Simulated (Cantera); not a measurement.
A Cantera script and its output.

```python
import numpy as np
import cantera as ct

gas = ct.Solution("gri30.yaml")
gas.TPX = 550, 220000, {'C2H4': 1, 'O2': 3.85, 'N2': 15, 'H2O': 0.64}
flame = ct.FreeFlame(gas, width=0.023)
flame.set_refine_criteria(ratio=3, slope=0.08, curve=0.16)
flame.transport_model = "mixture-averaged"
flame.solve(loglevel=0, auto=True)
z, T = flame.grid, flame.T
thick = (T[-1] - T[0]) / np.gradient(T, z).max()
show = ['C2H4', 'O2', 'H2O', 'CH4', 'C2H', 'NO']
print(f"laminar burning velocity  {flame.velocity[0] * 100:.3f} cm/s")
print(f"burnt temperature         {T[-1]:.1f} K")
print(f"thermal thickness         {thick * 1e3:.4f} mm")
print(f"grid points               {len(z)}")
z0 = z[flame.heat_release_rate.argmax()]
print(f"{'z/mm':>9s}{'T/K':>9s}{'u/(m/s)':>9s}" + "".join(f"{s:>11s}" for s in show))
rows = []
for k in (-3, -2, -1.5, -1, -0.5, -0.25, 0, 0.25, 0.5, 1, 2, 4, 8):
    zz = z0 + k * thick
    rows.append([k * thick, np.interp(zz, z, T), np.interp(zz, z, flame.velocity),
                 *(np.interp(zz, z, flame.X[gas.species_index(s)]) for s in show)])
    print(f"{rows[-1][0] * 1e3:9.3f}{rows[-1][1]:9.1f}{rows[-1][2]:9.3f}" + "".join(f"{x:11.3e}" for x in rows[-1][3:]))
```

It prints:

```
laminar burning velocity  129.686 cm/s
burnt temperature         2229.2 K
thermal thickness         0.1471 mm
grid points               134
     z/mm      T/K  u/(m/s)       C2H4         O2        H2O        CH4        C2H         NO
   -0.441    550.1    1.298  4.879e-02  1.878e-01  3.124e-02  2.022e-07  6.074e-24  1.876e-11
   -0.294    550.8    1.300  4.876e-02  1.877e-01  3.133e-02  1.322e-06  7.561e-22  1.342e-10
   -0.221    553.7    1.308  4.868e-02  1.873e-01  3.166e-02  5.757e-06  9.817e-20  6.659e-10
   -0.147    573.6    1.358  4.824e-02  1.856e-01  3.365e-02  3.455e-05  2.620e-17  5.099e-09
   -0.074    791.9    1.893  4.134e-02  1.678e-01  5.029e-02  3.383e-04  6.022e-12  1.395e-07
   -0.037   1153.8    2.791  2.555e-02  1.362e-01  7.423e-02  8.221e-04  9.382e-09  6.506e-07
    0.000   1530.8    3.743  7.183e-03  9.856e-02  9.875e-02  7.463e-04  4.810e-07  1.767e-06
    0.037   1729.7    4.238  6.379e-04  7.453e-02  1.110e-01  1.993e-04  6.390e-07  3.660e-06
    0.074   1808.4    4.415  2.321e-05  6.362e-02  1.142e-01  2.296e-05  7.165e-08  5.730e-06
    0.147   1898.1    4.597  2.427e-08  5.497e-02  1.147e-01  1.683e-07  1.893e-10  9.281e-06
    0.294   2002.6    4.810  8.553e-13  4.905e-02  1.166e-01  4.626e-11  1.529e-14  1.485e-05
    0.588   2099.2    5.010  5.400e-20  4.540e-02  1.207e-01  1.001e-16  1.294e-20  2.302e-05
    1.177   2167.6    5.150  8.036e-27  4.310e-02  1.242e-01  2.493e-18  2.611e-24  3.419e-05
```

Cantera simulation using GRI-Mech 3.0 (53 species, 325 reactions); the numbers are that mechanism's predictions, not measurements. GRI-Mech 3.0 was tuned for natural gas; its chemistry of ethylene as a main component is partial and can be far from experiment. Burning velocities carry a grid error of a few per cent, more on coarse grids.
